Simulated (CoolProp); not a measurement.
Vapour-liquid equilibrium of R125 (1) + R236FA (2) at 232.2 K; x and y are mole fractions of (1).

Model: multi-fluid Helmholtz-energy mixture model, Lemmon 2005 and Pan 2012; pair parameters Bell 2016, in CoolProp.

```csv
x,bubble pressure (MPa),y at the bubble point,dew pressure at overall composition x (MPa),liquid density (mol/L)
0.05,0.02034,0.351,0.01448,10.38
0.15,0.03322,0.641,0.01601,10.57
0.25,0.04596,0.768,0.01791,10.77
0.35,0.05862,0.840,0.02031,10.97
0.45,0.07124,0.887,0.02345,11.18
0.55,0.08387,0.920,0.02773,11.40
0.65,0.09655,0.945,0.03392,11.61
0.75,0.1093,0.965,0.04360,11.83
0.85,0.1223,0.981,0.06085,12.06
0.95,0.1354,0.994,0.09934,12.28
```

No azeotrope shows between x = 0.05 and 0.95.

Pair parameters are fitted to limited data, so mixtures are less certain than the pure fluids. The gap from Raoult's law changes sign with composition, which may be real or a fault of the pair parameters; it wasn't checked against measurements.
